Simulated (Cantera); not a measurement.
Charge: 1 mol SrCl₂, 0.2 mol O₂, 55 mol N₂, at 1073 K and 1.00 bar.

Cantera equilibrium calculation (NASA polynomials, part measured and part estimated; ideal gas, pure solids and liquids). Candidate condensed phases: Sr, SrCl₂, SrO; 16 gas species. Condensed phases not in the tables: oxide chlorides. Kinetics and transport are ignored.

Base state: N₂ 0.996, O₂ 0.00362 (mole fractions); condensed: SrCl₂(s).

Question: What changes in the equilibrium state with this change: temperature from 1073 K to 1698.15 K?

Answer: 
```tsv
species	before	after
N₂	0.996	0.990
SrCl₂	2.95e-8	0.00628
O₂	0.00362	0.00336
NO	9.76e-6	0.000409
Cl	1.19e-8	0.000116
SrCl₂(s), mol	1.000	0
SrCl₂(l), mol	0	0.648
SrO(s), mol	0	0.00326
```
Mutual solubility and eutectic melting of coexisting phases are not modelled.
